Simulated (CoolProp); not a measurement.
The fluid at 588.48 K and 20.8 MPa flows at 0.7 m/s in a round tube of 25 mm bore and 0.25 µm roughness, fully developed (64/Re and Nu = 3.66 if laminar; Colebrook and Gnielinski if turbulent). The same conditions are run with several fluids, on thermodynamics alone (safety and materials aside).

Computed with CoolProp (reference Helmholtz-energy equation of state of each fluid (carbon dioxide: Span 1996; oxygen: Schmidt 1985; ammonia: Gao 2020; n-hexane: Thol 2019; sulfur hexafluoride: Guder 2009)).

| fluid | Reynolds number | Darcy friction factor | pressure drop (Pa/m) | heat-transfer coefficient (W/(m² K)) | mass flow (kg/h) |
|---|---|---|---|---|---|
| carbon dioxide | 108000 | 0.0178 | 33.5 | (withheld) | 238 |
| oxygen | 60300 | 0.0201 | 25.2 | 262 | 159 |
| ammonia | (withheld) | 0.0199 | (withheld) | 540 | 106 |
| n-hexane | 112000 | 0.0176 | 74.1 | 1450 | 530 |
| sulfur hexafluoride | (withheld) | 0.0152 | (withheld) | 876 | 745 |

Q: Fill in the missing entries.

A: 
- carbon dioxide, heat-transfer coefficient (W/(m² K)): 399
- ammonia, Reynolds number: 63200
- ammonia, pressure drop (Pa/m): 16.7
- sulfur hexafluoride, Reynolds number: 238000
- sulfur hexafluoride, pressure drop (Pa/m): 89.8

Above 300 K oxygen's equation is extrapolated.

Transport values come from each fluid's own correlations.
